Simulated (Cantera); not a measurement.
Input: 1 mol Si3N4, 1.5 mol N2O, 6.2 mol H2, at 1827 °C and 3000 Pa.

These are equilibrium values from Cantera (NASA tables, ideal gas, pure condensed phases), not measurements of a reactor. Candidate condensed phases: H2O, Si, SiO2, Si2N2O, Si3N4; 35 gas species. The tables' values for SiN are old estimates; treat these amounts as uncertain. Gases not in the tables: Si2H6 and higher silanes. Rates play no part.

**Question.** What is the equilibrium state?

**Answer.** 
* **x(H2)**: 0.540
* **x(N2)**: 0.309
* **x(SiO)**: 0.132
* **x(H)**: 0.0132
* **x(Si)**: 0.00445
* **x(SiH)**: 0.000307
* **x(Si2N)**: 0.000107
* **x(SiH2)**: 9.86e-5
* **x(SiN)**: 8.88e-5
* **n(Si(l))**: 1.44 mol
* **gas amount**: 11.33 mol
